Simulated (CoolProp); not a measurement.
Properties of n-decane at several states.

Model: reference Helmholtz-energy equation of state, Lemmon 2006, in CoolProp. It is a short technical equation, of lower accuracy than the large ones.

| T (K) | p (kPa) | phase | cp (kJ/(kg K)) | cv (kJ/(kg K)) | Joule-Thomson coefficient (K/MPa) | isothermal compressibility (1/MPa) |
|---|---|---|---|---|---|---|
| 385.7 | 166 | liquid | 2.545 | 2.127 | -0.3099 | 0.002186 |
| 322.7 | 3010 | liquid | 2.283 | [?] | -0.4027 | 0.001279 |
| 463.5 | 396 | liquid | 2.882 | 2.435 | -0.1419 | 0.004708 |
| 315.4 | 103 | liquid | 2.258 | [?] | -0.4072 | 0.001265 |
| 554.6 | 3680 | liquid | [?] | 2.762 | [?] | 0.01311 |
| 288.5 | 5990 | liquid | 2.153 | 1.739 | -0.4441 | 0.0009796 |

Task: Fill in the missing entries.

Result: 
- 322.7, cv (kJ/(kg K)): 1.872
- 315.4, cv (kJ/(kg K)): 1.841
- 554.6, cp (kJ/(kg K)): 3.257
- 554.6, Joule-Thomson coefficient (K/MPa): 0.2112
